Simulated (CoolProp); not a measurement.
The fluid at 473.6 K and 8.38 MPa is throttled through a valve to 1.53 MPa with no heat exchange. The same conditions are run with several fluids, on thermodynamics alone (safety and materials aside).

Values from CoolProp's reference Helmholtz-energy equation of state of each fluid (sulfur dioxide: Gao 2016; the fluoroketone C6F12O (FK-5-1-12): McLinden 2015; chloromethane (R40): Thol 2014; carbon monoxide: Lemmon 2006; methane: Setzmann 1991).

```csv
fluid,temperature change (K),final density (kg/m³)
sulfur dioxide,-83.2,33.7
the fluoroketone C6F12O (FK-5-1-12),-34.9,226
chloromethane (R40),(withheld),26.1
carbon monoxide,-3.7,10.9
methane,(withheld),(withheld)
```

Q: What belongs in the gaps?

A: 
- chloromethane (R40), temperature change (K): -77.0
- methane, temperature change (K): -9.0
- methane, final density (kg/m³): 6.37
